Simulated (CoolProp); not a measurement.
Model: reference Helmholtz-energy equation of state, Lemmon 2006, in CoolProp. It is a short technical equation, of lower accuracy than the large ones.

### Question
Give the vapour pressure (MPa), vapour density (kg/m³), enthalpy of vaporisation (kJ/kg) of saturated acetone at 384.5 K.

### Answer
```json
[
 {"T (K)": "384.5", "p (MPa)": "0.494", "vapour density (kg/m³)": "10.4", "enthalpy of vaporisation (kJ/kg)": "433"}
]
```
